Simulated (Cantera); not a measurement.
Input: 1 mol CH₃Cl, a varied amount of F₂, 0.2 mol HCl, held at 650 K and 0.000220 bar.

Method: chemical equilibrium by Gibbs-energy minimisation in Cantera with the NASA 1993 tables (ideal gas, pure condensed phases). Candidate condensed phases: C, C₆H₆, C₇H₈, C₈H₁₈; 118 gas species. Condensed phases not in the tables: fluorocarbon polymer. Gases not in the tables: C₂F₆ and larger saturated fluorocarbons. The numbers say what is thermodynamically allowed, not how fast it happens.

Problem. At 1.6 mol F₂, list the 5 most abundant gas species with their mole fractions, and the condensed phases.

Solution. HF 0.572, HCl 0.343, CF₄ 0.0856, Cl₂ 9.87e-5, CClF₃ 5.29e-5. Condensed: C(graphite).
